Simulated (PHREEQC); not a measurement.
A PHREEQC speciation (ion-association model, phreeqc.dat) at 25 °C gives pH 4.15 and these molalities:

```json
[
 {"species": "Cl-", "mol/kgw": "0.340"},
 {"species": "Cu+2", "mol/kgw": "0.152"},
 {"species": "CuCl+", "mol/kgw": "0.0350"},
 {"species": "CuCl2", "mol/kgw": "0.00242"},
 {"species": "H+", "mol/kgw": "9.35e-5"},
 {"species": "Cu2(OH)2+2", "mol/kgw": "4.26e-5"}
]
```

Task: What are the element totals, and what could have been dissolved in 1 kg of water to give them?

Result: One answer among several that fit: totals Cl 0.380, Cu(2) 0.190 mol/kgw, from 0.19 mol/kgw CuCl2.

Precipitation was switched off in this run. Complexes and solids missing from the database can't appear.
